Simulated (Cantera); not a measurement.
A closed system holds: 1 mol BN, 89 mol HCl, 42 mol H2, equilibrated at 825 °C and 1.33 mbar.

These are equilibrium values from Cantera (NASA tables, ideal gas, pure condensed phases), not measurements of a reactor. Candidate condensed phases: B, BN, NH4Cl; 21 gas species. Gases not in the tables: BHCl2. The numbers say what is thermodynamically allowed, not how fast it happens.

Base state: HCl 0.678, H2 0.321, BCl3 0.000557, N2 0.000279 (mole fractions); condensed: BN(s).

What changes in the equilibrium state with this change: H2 from 42 to 0.41 mol?


```csv
species,before,after
HCl,0.678,0.962
H2,0.321,0.0214
BCl3,0.000557,0.0112
N2,0.000279,0.00559
"BN(s), mol",0.927,0
```
